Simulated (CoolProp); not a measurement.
The numbers come from the reference Helmholtz-energy equation of state, Rui 2013 in CoolProp.

Problem. For R236EA, give the phase and the cv (kJ/(kg K)), viscosity (µPa s), Prandtl number at 313.8 K and 0.101 MPa; 362.9 K and 0.101 MPa; 402.2 K and 0.101 MPa.

Solution. 
- 313.8 K and 0.101 MPa: gas; cv 0.824, viscosity 11.5, Prandtl number 0.655
- 362.9 K and 0.101 MPa: gas; cv 0.894, viscosity 13.4, Prandtl number 0.661
- 402.2 K and 0.101 MPa: gas; cv 0.946, viscosity 14.8, Prandtl number 0.668

Viscosity comes from a separate model (Huber 2003), an estimate that may be off by 10 % or more. Thermal conductivity comes from a separate model (Huber 2003), an estimate that may be off by 10 % or more.
